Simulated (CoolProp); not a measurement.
Vapour-liquid equilibrium of R114 (1) + R113 (2) at 629 kPa; x and y are mole fractions of (1).

The numbers come from the multi-fluid Helmholtz-energy mixture model, Platzer 1990 and Marx 1992; pair parameters Bell 2016 in CoolProp. This equation is an older, rougher fit; its heat capacities, sound speeds and derivatives of the liquid may be far off and weren't checked against measurements.

```tsv
x	bubble temperature (°C)	y at the bubble point	dew temperature at overall composition x (°C)	liquid density (mol/L)
0.05	112.2	0.116	114.6	7.101
0.125	106.5	0.269	111.9	7.182
0.2	101.1	0.398	109.1	7.258
0.275	96.1	0.507	106.2	7.329
0.35	91.5	0.598	103.1	7.393
0.425	87.2	0.675	99.9	7.453
0.5	83.3	0.740	96.4	7.507
0.575	79.7	0.796	92.7	7.557
0.65	76.3	0.844	88.6	7.602
0.725	73.2	0.885	84.2	7.643
0.8	70.3	0.921	79.4	7.680
0.875	67.5	0.954	74.0	7.713
0.95	64.9	0.982	67.8	7.744
```

No azeotrope shows between x = 0.05 and 0.95.

The pair parameters rest on a limited set of measurements; away from them the model extrapolates.
